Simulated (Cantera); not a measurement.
Input: 1 mol HMDSO, 0.4 mol H₂O, 16 mol H₂, at 1748 K and 14.0 Pa.

Method: chemical equilibrium by Gibbs-energy minimisation in Cantera with the NASA 1993 tables (ideal gas, pure condensed phases). Candidate condensed phases: C, C₆H₆, C₇H₈, C₈H₁₈, H₂O, Si, SiC, SiO₂; 123 gas species. The feed counts by its element totals alone. Equilibrium is a limit: real reactors are often held back by kinetics, nucleation or transport.

Base state: H₂ 0.929, CO 0.0515, H 0.0186, SiO 0.000245, Si 0.000196, C₂H₂ (acetylene) 0.000105 (mole fractions); condensed: C(graphite) + SiC(s).

Q: What changes in the equilibrium state with this change: HMDSO replaced by SiH₄?

A: 
| species | before | after |
|---|---|---|
| H₂ | 0.929 | 0.950 |
| SiO | 0.000245 | 0.0209 |
| H | 0.0186 | 0.0188 |
| CO | 0.0515 | 0 |
| Si | 0.000196 | 0.0104 |
| C₂H₂ (acetylene) | 0.000105 | 0 |
| Si₃ | <1e-9 | 1.31e-5 |
| Si₂ | 1.90e-8 | 5.34e-5 |
| SiH₂ | 3.60e-7 | 1.95e-5 |
| SiH | 2.98e-6 | 0.000160 |
| C(graphite), mol | 2.61 | 0 |
| SiC(s), mol | 1.99 | 0 |
| Si(l), mol | 0 | 0.394 |
Gases not in the tables: Si₂H₆ and higher silanes.
